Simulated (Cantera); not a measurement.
Cantera run, input and output.

```python
import numpy as np
import cantera as ct

surf = ct.Interface("diamond.yaml", "diamond_100")
gas, bulk = surf.adjacent["gas"], surf.adjacent["diamond"]
k = surf.kinetics_species_index(bulk.species_names[0])
cover = ["c6HH", "c6H*", "c6*H", "c6**", "c6HM", "c6B"]

rows, drift = [], 0.0
print(f"{'xCH3':>10s}{'um/h':>11s}" + "".join(f"{s:>11s}" for s in cover))
for v in [1e-06, 2.9e-06, 8.2e-06, 2.3e-05, 6.7e-05, 0.00019, 0.00055, 0.0016, 0.0045]:
    T, P, xH, xCH3 = 1175, 2300, 0.00038, v
    gas.TPX = T, P, {"H": xH, "CH3": xCH3, "CH4": 0.0076, "H2": 1 - xH - xCH3 - 0.0076}
    surf.TP = bulk.TP = T, P
    surf.coverages = "c6H*:0.1, c6HH:0.9"
    surf.advance_coverages(100.0)
    before = surf.coverages
    surf.advance_coverages(100.0)
    drift = max(drift, np.max(np.abs(surf.coverages - before) / (surf.coverages + 1e-9)))
    rate = surf.net_production_rates[k] * bulk.mean_molecular_weight / bulk.density * 3.6e9
    rows.append([rate, *surf[cover].coverages])
    print(f"{v:10.4g}{rate:11.4e}" + "".join(f"{x:11.3e}" for x in rows[-1][1:]))
```

It prints:

```
      xCH3       um/h       c6HH       c6H*       c6*H       c6**       c6HM        c6B
     1e-06 1.1078e-03  5.083e-01  3.299e-02  4.439e-01  1.473e-02  1.176e-05  3.006e-12
   2.9e-06 3.2106e-03  5.083e-01  3.299e-02  4.439e-01  1.472e-02  3.409e-05  8.712e-12
   8.2e-06 9.0632e-03  5.082e-01  3.298e-02  4.438e-01  1.469e-02  9.632e-05  2.459e-11
   2.3e-05 2.5304e-02  5.080e-01  3.296e-02  4.436e-01  1.461e-02  2.696e-04  6.866e-11
   6.7e-05 7.2717e-02  5.074e-01  3.292e-02  4.430e-01  1.436e-02  7.811e-04  1.973e-10
   0.00019 1.9880e-01  5.059e-01  3.279e-02  4.413e-01  1.371e-02  2.182e-03  5.395e-10
   0.00055 5.2220e-01  5.016e-01  3.247e-02  4.369e-01  1.210e-02  6.079e-03  1.417e-09
    0.0016 1.2174e+00  4.914e-01  3.169e-02  4.265e-01  8.979e-03  1.629e-02  3.303e-09
    0.0045 2.3655e+00  4.701e-01  3.012e-02  4.054e-01  5.163e-03  4.027e-02  6.419e-09
```

Computed with Cantera and the Harris–Goodwin 1993 mechanism for the reconstructed diamond (100) surface.
